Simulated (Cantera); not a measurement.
**SiH4 + N2 (silicon epitaxy and polysilicon growth)**

A closed system holds: 1 mol SiH4, 3.3 mol N2, equilibrated at 925 K and 0.133 bar.

Method: chemical equilibrium by Gibbs-energy minimisation in Cantera with the NASA 1993 tables (ideal gas, pure condensed phases). Candidate condensed phases: Si, Si3N4; 18 gas species. N2 is the only nitrogen source here; it is nearly inert below about 1500 K, so the nitride shown seldom forms there in practice. The numbers say what is thermodynamically allowed, not how fast it happens.

```json
{
 "x(N2)": "0.568",
 "x(H2)": "0.432",
 "x(NH3)": "2.83e-5",
 "n(Si3N4(s))": "0.333 mol",
 "gas_amount": "4.633 mol",
 "log10 activity of Si(s) (absent)": "-7.50"
}
```
